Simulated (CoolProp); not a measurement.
The numbers come from the reference Helmholtz-energy equation of state, Thol 2021 in CoolProp.

### Question
Give the vapour pressure (kPa), liquid density (kg/m³), liquid cp (kJ/(kg K)) of saturated chlorine at 256.4 K.

### Answer
| T (K) | p (kPa) | liquid density (kg/m³) | liquid cp (kJ/(kg K)) |
|---|---|---|---|
| 256.4 | 204 | 1520 | 0.948 |
